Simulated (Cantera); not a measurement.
Input (Python, Cantera) and output of one run.

```python
import numpy as np
import cantera as ct

gas_names = """
    H H2 N NH NH2 NH3 N2 N2H2 N2H4 Si SiH SiH2 SiH3 SiH4 SiN Si2 Si2N Si3
""".split()
cond_names = """
    Si(cr) Si(L) Si3N4(a)
""".split()


def load(file, names, dense=False):
    # The tables refer to 1 bar. Condensed volumes are neglected.
    table = {s.name: s for s in ct.Species.list_from_file(file)}
    out = []
    for n in names:
        d = dict(table[n].input_data)
        d["thermo"] = dict(d["thermo"], **{"reference-pressure": 1e5})
        if dense:
            d["equation-of-state"] = {"model": "constant-volume", "density": "1e6 g/cm^3"}
        out.append(ct.Species.from_dict(d))
    return out


gas = ct.Solution(thermo="ideal-gas", species=load("nasa_gas.yaml", gas_names))
cond = {s.name: ct.Solution(thermo="fixed-stoichiometry", species=[s], name=s.name)
        for s in load("nasa_condensed.yaml", cond_names, dense=True)}
atoms = {
    'trisilylamine': {'Si': 3, 'N': 1, 'H': 9},
    'N2': {'N': 2},
}
top_T = {'Si3N4(a)': 2400}  # K; cautious upper limits of use, not melting points


def equilibrate(T, P, feed):
    n = {}
    for name, mol in feed.items():
        for a, k in atoms[name].items():
            n[a] = n.get(a, 0.0) + k * mol
    gas.TPX = T, P, n
    mass = sum(n.values()) * gas.mean_molecular_weight
    gas.equilibrate("TP")
    valid = [c for c in cond.values() if c.min_temp <= T <= top_T.get(c.name, c.max_temp)]
    mix = ct.Mixture([(gas, mass / gas.mean_molecular_weight)] + [(c, 0.0) for c in valid])
    mix.T, mix.P = T, P
    mix.equilibrate("TP", solver="vcs", rtol=1e-11, max_steps=5000)
    return mix


results = []
feed = {'trisilylamine': 1, 'N2': 2.1}  # mol
P = 5700  # Pa
for T in [1073, 1173, 1273, 1373, 1473, 1573, 1673, 1773, 1873, 1973]:
    mix = equilibrate(T, P, feed)
    results.append((T, P, feed, dict(zip(mix.species_names, mix.species_moles))))

top = {s: max(r[3][s] / sum(r[3][g] for g in gas_names) for r in results) for s in gas_names}
cols = sorted((s for s in top if top[s] > 1e-06), key=lambda s: -top[s])[:8]
seen = [c for c in cond_names if any(r[3].get(c, 0) > 1e-12 for r in results)]
print("log10 of partial pressures in bar; condensed amounts in mol")
print(f"{'T/K':>10s}" + "".join(f"{s[:9]:>10s}" for s in cols + seen))
for T, P, feed, n in results:
    ng = sum(n[g] for g in gas_names)
    print(f"{T:10.4g}" + "".join(f"{np.log10(max(n[s] / ng * P / 1e5, 1e-99)):10.3f}" for s in cols)
          + "".join(f"{n.get(c, 0):10.4g}" for c in seen))
```

It prints:

```
log10 of partial pressures in bar; condensed amounts in mol
       T/K        H2        N2         H        Si       SiH      SiH2      Si2N       SiN     Si(L)  Si3N4(a)
      1073    -1.298    -2.174    -8.503   -19.020   -18.098   -15.327   -23.901   -18.893         0         1
      1173    -1.298    -2.174    -7.578   -16.135   -15.531   -13.295   -20.217   -16.339         0         1
      1273    -1.298    -2.174    -6.796   -13.707   -13.372   -11.584   -17.119   -14.190         0         1
      1373    -1.298    -2.174    -6.127   -11.637   -11.532   -10.126   -14.481   -12.358         0         1
      1473    -1.299    -2.174    -5.547    -9.852    -9.946    -8.867   -12.207   -10.779         0         1
      1573    -1.299    -2.174    -5.040    -8.297    -8.565    -7.771   -10.229    -9.404         0         1
      1673    -1.299    -2.174    -4.593    -6.931    -7.353    -6.809    -8.493    -8.196         0         1
      1773    -1.299    -2.174    -4.195    -5.722    -6.280    -5.957    -6.959    -7.128         0    0.9999
      1873    -1.443    -1.681    -3.912    -5.055    -5.807    -5.753    -6.166    -6.339     2.998         0
      1973    -1.445    -1.682    -3.592    -4.501    -5.364    -5.487    -5.769    -5.898     2.994         0
```

Cantera equilibrium calculation (NASA polynomials, part measured and part estimated; ideal gas, pure solids and liquids). The feed counts by its element totals alone. The tables' values for SiN are old estimates; treat these amounts as uncertain. Gases not in the tables: Si2H6 and higher silanes.
